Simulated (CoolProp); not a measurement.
Vapour-liquid equilibrium of methanol (1) + ethanol (2) at 235.4 K; x and y are mole fractions of (1).

Model: multi-fluid Helmholtz-energy mixture model, de Reuck 1993 and Schroeder 2014; pair parameters Bell 2016, in CoolProp.

```csv
x,bubble pressure (kPa),y at the bubble point,dew pressure at overall composition x (kPa),liquid density (mol/L)
0.05,0.07909,0.165,0.07217,18.50
0.15,0.09700,0.388,0.07814,19.14
0.25,0.1139,0.538,0.08514,19.81
0.35,0.1305,0.648,0.09343,20.52
0.45,0.1472,0.735,0.1034,21.28
0.55,0.1641,0.805,0.1156,22.08
0.65,0.1815,0.864,0.1309,22.93
0.75,0.1994,0.913,0.1505,23.84
0.85,0.2177,0.953,0.1770,24.81
0.95,0.2360,0.986,0.2162,25.84
```

No azeotrope shows between x = 0.05 and 0.95.

The pair parameters rest on a limited set of measurements; away from them the model extrapolates. The gap from Raoult's law changes sign with composition, which may be real or a fault of the pair parameters; it wasn't checked against measurements.
